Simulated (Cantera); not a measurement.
Charge: 1 mol SiF4, a varied amount of N2, 1.1 mol H2, equilibrated at 1023 K and 0.0860 bar.

These are equilibrium values from Cantera (NASA tables, ideal gas, pure condensed phases), not measurements of a reactor. Candidate condensed phases: Si, Si3N4; 37 gas species. N2 is the only nitrogen source here; it is nearly inert below about 1500 K, so the nitride shown seldom forms there in practice. Kinetics and transport are ignored.

Q: At 8.3 mol N2, list the 5 most abundant gas species with their mole fractions, and the condensed phases.

A: N2 0.798, H2 0.106, SiF4 0.0960, HF 0.000343, SiHF3 9.21e-5. Condensed: Si3N4(s).
